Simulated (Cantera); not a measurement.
## AlCl3 + O2 + N2 (aluminium nitride and oxide growth)

Charge: 1 mol AlCl3, 0.47 mol O2, 780 mol N2, at 31.0 mbar.

These are equilibrium values from Cantera (NASA tables, ideal gas, pure condensed phases), not measurements of a reactor. Candidate condensed phases: Al, AlCl3, AlN, Al2O3; 24 gas species. The tables' values for AlCl2 are old estimates; treat these amounts as uncertain. Condensed phases not in the tables: AlOCl. Equilibrium is a limit: real reactors are often held back by kinetics, nucleation or transport.

```tsv
T (°C)	log p N2	log p Cl	log p Cl2	log p AlCl3	n Al2O3(s)
402	-1.51	-8.73	-4.43	-4.83	0.313
502	-1.51	-7.50	-4.43	-4.83	0.313
602	-1.51	-6.55	-4.43	-4.83	0.313
702	-1.51	-5.80	-4.44	-4.83	0.313
802	-1.51	-5.19	-4.47	-4.83	0.313
902	-1.51	-4.72	-4.56	-4.83	0.313
1002	-1.51	-4.39	-4.77	-4.83	0.313
1102	-1.51	-4.22	-5.17	-4.83	0.313
1202	-1.51	-4.15	-5.69	-4.83	0.313
1302	-1.51	-4.13	-6.22	-4.83	0.313
1402	-1.51	-4.13	-6.71	-4.84	0.313
1502	-1.51	-4.12	-7.14	-4.87	0.313
1602	-1.51	-4.08	-7.46	-5.04	0.311
```
log p: log10 of the partial pressure in bar; n: condensed amount in mol.

From 402 °C to 1602 °C the condensed part is Al2O3(s). The main Al-bearing gas is AlCl3 throughout.
